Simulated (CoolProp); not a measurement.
Vapour-liquid equilibrium of CHF3 (R23) (1) + sulfur hexafluoride (2) at 1530 kPa; x and y are mole fractions of (1).

Values from CoolProp's multi-fluid Helmholtz-energy mixture model, Penoncello 2003 and Guder 2009; pair parameters Bell 2016.

```tsv
x	bubble temperature, mixture model (K)	bubble temperature, Raoult's law (K)	y, mixture model	y, Raoult's law
0.05	275.2	278.8	0.138	0.095
0.2	(withheld)	273.9	(withheld)	0.332
0.35	(withheld)	269.6	0.524	0.518
0.5	257.6	265.9	(withheld)	0.667
0.65	256.0	262.6	(withheld)	0.788
0.8	255.3	259.6	0.806	0.889
0.95	255.7	257.0	0.942	0.975
```

Problem. Some entries are withheld; supply them.

Solution. 
- 0.2, bubble temperature, mixture model (K): 265.2
- 0.2, y, mixture model: 0.391
- 0.35, bubble temperature, mixture model (K): 260.3
- 0.5, y, mixture model: 0.618
- 0.65, y, mixture model: 0.706

The largest gap from Raoult's law is -9.3 K in bubble temperature, at x = 0.35. y crosses x between x = 0.8 and 0.95: the model has an azeotrope there.

The pair parameters rest on a limited set of measurements; away from them the model extrapolates.
